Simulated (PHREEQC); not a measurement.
# Polishing slurry liquid

Solution (25 °C): 0.062 mol/kgw H2SO4, 0.00054 mol/kgw H4SiO4 and 0.00011 mol/kgw H3BO3. Closed to the air; pH follows from the charge balance.

Model: ion-association model, wateq4f.dat, run in PHREEQC.

Precipitation was switched off in this run.

Q: Predict the pH, ionic strength.

A: pH 1.19; ionic strength 0.0926 mol/kgw.

Q: In which forms is S present?

A: HSO4- 75 %, SO4-2 25 % of the S.

Saturation is exceeded, for instance for Quartz (slow to form), Chalcedony (slow to form); the values hold only as long as no solid forms. Species that the database lacks are ignored.
